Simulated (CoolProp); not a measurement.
Vapour pressure (bar) of methane: the reference equation beside estimates from Tc = 190.6 K, pc = 45.99 bar, ω = 0.011. Clausius-Clapeyron is anchored at 123.4 K with a constant enthalpy of vaporisation of 7.819 kJ/mol.

Values from CoolProp's reference Helmholtz-energy equation of state, Setzmann 1991.

```tsv
T (K)	reference	Clausius-Clapeyron	van der Waals	Redlich-Kwong	Soave-Redlich-Kwong
98.1	0.2808	0.3389	1.553	0.1542	0.2648
104.4	0.5327	0.6043	2.315	0.3386	0.5103
110.7	0.9350	1.009	3.307	0.6650	0.9073
117	1.539	1.594	4.557	1.194	1.510
123.4	2.419	2.419	6.121	2.010	2.393
129.7	3.607	3.502	7.976	3.158	3.594
136	5.182	4.900	10.17	4.725	5.192
142.3	7.208	6.654	12.72	6.782	7.255
148.6	9.756	8.806	15.65	9.402	9.854
154.9	12.90	11.39	18.97	12.65	13.06
161.3	16.77	14.49	22.77	16.67	17.01
167.6	21.33	18.04	26.95	21.40	21.65
173.9	26.73	22.11	31.56	26.95	27.10
180.2	33.07	26.71	36.63	33.37	33.45
186.5	40.49	31.86	42.17	40.73	40.74
```

Absolute difference from the reference over all 15 rows, mean and median: Clausius-Clapeyron 11.3 and 11.7 %, van der Waals 125.8 and 76.5 %, Redlich-Kwong 12.4 and 5.9 %, Soave-Redlich-Kwong 1.7 and 1.2 %.
